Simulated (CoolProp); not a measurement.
Saturation properties of R1233zd(E) (Tc = 165.7 °C, pc = 3.583 MPa, ω = 0.304).

Computed with CoolProp (reference Helmholtz-energy equation of state, Akasaka 2022).

```json
[
 {"T (°C)": "-59.75", "p (MPa)": "0.001427", "liquid density (kg/m³)": "1450", "vapour density (kg/m³)": "0.1051", "enthalpy of vaporisation (kJ/kg)": "229.3", "liquid cp (kJ/(kg K))": "1.034"},
 {"T (°C)": "-42.95", "p (MPa)": "0.004809", "liquid density (kg/m³)": "1415", "vapour density (kg/m³)": "0.3293", "enthalpy of vaporisation (kJ/kg)": "221.8", "liquid cp (kJ/(kg K))": "1.061"},
 {"T (°C)": "-26.15", "p (MPa)": "0.01332", "liquid density (kg/m³)": "1379", "vapour density (kg/m³)": "0.8544", "enthalpy of vaporisation (kJ/kg)": "214.5", "liquid cp (kJ/(kg K))": "1.089"},
 {"T (°C)": "-9.25", "p (MPa)": "0.03180", "liquid density (kg/m³)": "1342", "vapour density (kg/m³)": "1.926", "enthalpy of vaporisation (kJ/kg)": "207.0", "liquid cp (kJ/(kg K))": "1.119"},
 {"T (°C)": "7.55", "p (MPa)": "0.06683", "liquid density (kg/m³)": "1304", "vapour density (kg/m³)": "3.855", "enthalpy of vaporisation (kJ/kg)": "199.3", "liquid cp (kJ/(kg K))": "1.151"},
 {"T (°C)": "24.45", "p (MPa)": "0.1278", "liquid density (kg/m³)": "1264", "vapour density (kg/m³)": "7.087", "enthalpy of vaporisation (kJ/kg)": "191.2", "liquid cp (kJ/(kg K))": "1.185"},
 {"T (°C)": "41.25", "p (MPa)": "0.2248", "liquid density (kg/m³)": "1223", "vapour density (kg/m³)": "12.11", "enthalpy of vaporisation (kJ/kg)": "182.4", "liquid cp (kJ/(kg K))": "1.222"},
 {"T (°C)": "58.05", "p (MPa)": "0.3708", "liquid density (kg/m³)": "1178", "vapour density (kg/m³)": "19.62", "enthalpy of vaporisation (kJ/kg)": "172.8", "liquid cp (kJ/(kg K))": "1.264"},
 {"T (°C)": "74.95", "p (MPa)": "0.5810", "liquid density (kg/m³)": "1130", "vapour density (kg/m³)": "30.60", "enthalpy of vaporisation (kJ/kg)": "161.9", "liquid cp (kJ/(kg K))": "1.312"},
 {"T (°C)": "91.75", "p (MPa)": "0.8689", "liquid density (kg/m³)": "1078", "vapour density (kg/m³)": "46.24", "enthalpy of vaporisation (kJ/kg)": "149.6", "liquid cp (kJ/(kg K))": "1.372"},
 {"T (°C)": "108.65", "p (MPa)": "1.255", "liquid density (kg/m³)": "1018", "vapour density (kg/m³)": "68.84", "enthalpy of vaporisation (kJ/kg)": "134.9", "liquid cp (kJ/(kg K))": "1.454"}
]
```

It boils at 18.1 °C under 1 atm.
